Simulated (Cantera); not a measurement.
Cantera run:

```python
import numpy as np
import cantera as ct

gas_names = [...]  # 151 gases of nasa_gas.yaml made of C, H, N, O, Si
cond_names = """
    C(gr) C6H6(L) C7H8(L) C8H18(L),n-octa H2O(s) H2O(L) Si(cr) Si(L) SiC(b) SiO2(Lqz) SiO2(hqz) SiO2(L)
    Si2N2O(s) Si3N4(a)
""".split()


# ... load() reads the species with a 1 bar reference pressure and builds the phases ...
atoms = {
    'SiC': {'Si': 1, 'C': 1},
    'H2O': {'H': 2, 'O': 1},
    'N2': {'N': 2},
}
top_T = {'C(gr)': 4500, 'SiC(b)': 3050, 'Si2N2O(s)': 2100, 'Si3N4(a)': 2400}  # K; cautious upper limits of use, not melting points


# ... equilibrate(T, P, feed) seeds the gas with the atoms and calls Mixture.equilibrate('TP', solver="vcs", rtol=1e-11, max_steps=5000) ...
results = []
feed = {'SiC': 1, 'H2O': 3.3, 'N2': 7.1}  # mol
T = 1650  # K
P = 3.4  # Pa
mix = equilibrate(T, P, feed)
results.append((T, P, feed, dict(zip(mix.species_names, mix.species_moles))))
print(gas.report(threshold=1e-06))
for i in range(1, mix.n_phases):
    print(f"{mix.phase(i).name:16s} {mix.phase_moles(i):12.5e} mol")
```

It prints:

```
       temperature   1650 K
          pressure   3.4 Pa
           density   5.3206e-06 kg/m^3
  mean mol. weight   21.468 kg/kmol
   phase of matter   gas

                          1 kg             1 kmol
                     ---------------   ---------------
          enthalpy        1.1073e+06        2.3772e+07  J
   internal energy        4.6825e+05        1.0053e+07  J
           entropy             15158        3.2543e+05  J/K
    Gibbs function       -2.3904e+07       -5.1318e+08  J
 heat capacity c_p            1640.7             35223  J/K
 heat capacity c_v            1253.4             26909  J/K

                      mass frac. Y      mole frac. X     chem. pot. / RT
                     ---------------   ---------------   ---------------
                CO            0.1069          0.081933           -47.913
               CO2           0.00823         0.0040147           -75.164
                 H        0.00035965         0.0076598           -15.297
                H2          0.022699           0.24172           -30.594
               H2O          0.031928          0.038049           -57.845
                NO        2.0277e-06        1.4507e-06           -45.797
                N2           0.79628           0.61023           -37.093
                 O        1.0488e-06        1.4074e-06           -27.251
                OH        4.3154e-05        5.4474e-05           -42.548
               SiO          0.033547          0.016337           -50.703
              SiO2        1.3009e-05        4.6482e-06           -77.954
     [ +140 minor]         1.501e-07        1.0095e-07

C(gr)             0.00000e+00 mol
Si(cr)            0.00000e+00 mol
SiC(b)            0.00000e+00 mol
SiO2(hqz)         8.09866e-01 mol
Si2N2O(s)         0.00000e+00 mol
Si3N4(a)          0.00000e+00 mol
```

Method: chemical equilibrium by Gibbs-energy minimisation in Cantera with the NASA 1993 tables (ideal gas, pure condensed phases). The tables hold silica as quartz up to 1696 K and as liquid above; real silica turns to tridymite and cristobalite and melts near 1996 K.
